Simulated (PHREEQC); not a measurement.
PHREEQC input (Pitzer model, pitzer.dat):

```
SOLUTION 1
  temp 25
  units mol/kgw
  pH 7 charge
  C(4) 0.14
  Na 0.294
  Cl 0.014
END
USE solution 1
INCREMENTAL_REACTIONS false
REACTION 1
  H2O -1
  0 9.886 18.011 24.689 30.178 34.689 38.397 41.444
  43.949 46.007 47.699 49.089 50.232 51.172 51.944 52.578
  53.1 53.528 53.88 moles
EQUILIBRIUM_PHASES 1
  Halite 0 0
  Nahcolite 0 0
  Natron 0 0
  Trona 0 0
SELECTED_OUTPUT 1
  -reset false
  -pH true
  -pe true
  -ionic_strength true
  -water true
  -activities H2O
  -totals C Cl Na
  -molalities H+ Na+ Cl- CO3-2 OH- HCO3- CO2
  -equilibrium_phases Halite Nahcolite Natron Trona
PRINT
  -reset false
END
```

Selected output (columns that matter, 19 of 19 rows; water left (kg) added in front):

```
water left (kg)	pH	mu	C	Cl	Na	m_H+	m_Na+	m_Cl-	m_CO3-2	m_OH-	la_H2O	Natron
1	11.379	0.43047	0.14	0.014	0.294	7.5642e-12	0.294	0.014	0.13647	0.0035318	-0.0028319	0
0.821901	11.407	0.52423	0.17034	0.017034	0.35771	7.4191e-12	0.35771	0.017034	0.16652	0.0038174	-0.0034023	0
0.675527	11.435	0.63834	0.20725	0.020725	0.43522	7.2897e-12	0.43522	0.020725	0.20313	0.004119	-0.0040848	0
0.555222	11.464	0.77723	0.25215	0.025215	0.52952	7.1713e-12	0.52952	0.025215	0.24772	0.0044351	-0.0049005	0
0.456338	11.493	0.94629	0.30679	0.030679	0.64426	7.0581e-12	0.64426	0.030679	0.30203	0.0047636	-0.0058739	0
0.375072	11.523	1.152	0.37326	0.037326	0.78385	6.9424e-12	0.78385	0.037326	0.36816	0.0051016	-0.0070346	0
0.308273	11.553	1.4024	0.45414	0.045414	0.9537	6.8139e-12	0.9537	0.045414	0.4487	0.0054455	-0.0084191	0
0.253382	11.585	1.707	0.55253	0.055253	1.1603	6.66e-12	1.1603	0.055253	0.54673	0.0057912	-0.010073	0
0.208255	11.619	2.0779	0.67225	0.067225	1.4117	6.4651e-12	1.4117	0.067225	0.66612	0.0061341	-0.012057	0
0.171182	11.655	2.5288	0.81785	0.081785	1.7175	6.2119e-12	1.7175	0.081785	0.81138	0.0064694	-0.014454	0
0.140701	11.695	3.0778	0.99502	0.099502	2.0895	5.8817e-12	2.0895	0.099502	0.98822	0.0067929	-0.017383	0
0.115661	11.739	3.7452	1.2104	0.12104	2.5419	5.4589e-12	2.5419	0.12104	1.2033	0.0071011	-0.021012	0
0.0950713	11.787	4.5576	1.4726	0.14726	3.0924	4.9331e-12	3.0924	0.14726	1.4652	0.0073921	-0.025603	0
0.0781381	11.841	5.5466	1.7917	0.17917	3.7626	4.3058e-12	3.7626	0.17917	1.784	0.007666	-0.031547	0
0.0642314	11.901	6.7489	2.1796	0.21796	4.5772	3.5956e-12	4.5772	0.21796	2.1717	0.0079257	-0.039434	0
0.0528106	11.966	8.2099	2.651	0.2651	5.5671	2.8394e-12	5.5671	0.2651	2.6428	0.0081785	-0.050188	0
0.0346345	11.956	8.3041	2.636	0.40422	5.6762	2.6894e-12	5.6762	0.40422	2.6279	0.0080842	-0.052953	0.048704
0.0195002	11.929	8.4144	2.5681	0.71794	5.8542	2.4189e-12	5.8542	0.71794	2.5603	0.0078586	-0.058563	0.089921
0.00738726	11.851	9.2118	2.4413	1.8952	6.7777	1.5235e-12	6.7777	1.8952	2.4341	0.0071879	-0.084975	0.12197
```

Species that the database lacks are ignored.
